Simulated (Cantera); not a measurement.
A closed system holds: 1 mol BaF₂, 0.12 mol HF, a varied amount of N₂, at 1700 K and 4.80 Pa.

Method: chemical equilibrium by Gibbs-energy minimisation in Cantera with the NASA 1993 tables (ideal gas, pure condensed phases). Candidate condensed phases: Ba, BaF₂; 24 gas species. Kinetics and transport are ignored.

x: gas mole fraction; nothing condenses.

```tsv
n(N₂) (mol)	x N₂	x BaF₂	x HF	x F	x BaF	x H
0.23	0.170	0.740	0.0888	0.000183	0.000160	2.15e-5
0.39	0.258	0.662	0.0794	0.000173	0.000151	2.04e-5
0.67	0.374	0.558	0.0670	0.000159	___	1.87e-5
1.1	0.495	0.450	0.0540	0.000143	___	1.68e-5
1.9	0.629	0.331	0.0397	0.000122	___	1.44e-5
3.3	0.747	0.226	0.0271	0.000101	___	1.19e-5
5.6	0.833	0.149	0.0178	8.18e-5	___	9.67e-6
9.5	0.894	0.0941	0.0113	6.51e-5	___	7.70e-6
16	0.935	0.0584	0.00700	5.12e-5	___	6.07e-6
27	0.960	0.0355	0.00426	4.00e-5	___	4.73e-6
47	0.977	0.0208	0.00249	3.05e-5	___	3.62e-6
```

Problem. What belongs in the gaps?

Solution. 
- 0.67, x BaF: 0.000139
- 1.1, x BaF: 0.000125
- 1.9, x BaF: 0.000107
- 3.3, x BaF: 8.84e-5
- 5.6, x BaF: 7.18e-5
- 9.5, x BaF: 5.71e-5
- 16, x BaF: 4.50e-5
- 27, x BaF: 3.51e-5
- 47, x BaF: 2.68e-5
